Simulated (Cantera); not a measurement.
A closed system holds: 1 mol Si, 0.0078 mol H2O, 7.9 mol H2, equilibrated at 1748 K and 10.0 Torr.

These are equilibrium values from Cantera (NASA tables, ideal gas, pure condensed phases), not measurements of a reactor. Candidate condensed phases: H2O, Si, SiO2; 18 gas species. Gases not in the tables: Si2H6 and higher silanes. Rates play no part.

Base state: H2 0.997, H 0.00198, SiO 0.000984, Si 0.000109, SiH2 2.05e-5, SiH 1.68e-5 (mole fractions); condensed: Si(l).

Question: What changes in the equilibrium state with this change: Si replaced by Si3N4?

Answer: 
```json
[
 {"species": "H2", "before": "0.997", "after": "0.796"},
 {"species": "N2", "before": "0", "after": "0.201"},
 {"species": "H", "before": "0.00198", "after": "0.00177"},
 {"species": "SiO", "before": "0.000984", "after": "0.000786"},
 {"species": "SiH2", "before": "2.05e-5", "after": "1.63e-5"},
 {"species": "SiH", "before": "1.68e-5", "after": "1.50e-5"},
 {"species": "Si", "before": "0.000109", "after": "0.000109"},
 {"species": "Si(l), mol", "before": "0.991", "after": "2.99"}
]
```
Further candidate phases: Si2N2O, Si3N4.
